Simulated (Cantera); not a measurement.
An isothermal plug-flow reactor at 650 K and 4.93 atm (inlet), inlet velocity 0.95 m/s, active area per volume 240 1/m; feed H2 : O2 : N2 = 0.0023 : 0.02 : 0.79 (molar parts), equivalence ratio 0.057.

Model: Deutschmann's 1995 Pt surface mechanism with GRI-Mech 3.0 gas chemistry, integrated in Cantera. Catalytic surfaces can have several steady states; this one follows from the mechanism file's or the stated starting coverage. Mass transfer to the wall is taken as infinitely fast.

**Question.** What does this change do: area per volume 240 to 130 1/m?

**Answer.** 
```csv
quantity,before,after
x(H2) at z = 0.0094 m,0.000174,0.000308
x(O2) at z = 0.0094 m,0.0233,0.0234
x(H2O) at z = 0.0094 m,0.00266,0.00253
θ(free Pt) at the exit,0.0132,0.0229
θ(O*) at the exit,0.983,0.972
θ(OH*) at the exit,0.00375,0.00484
```
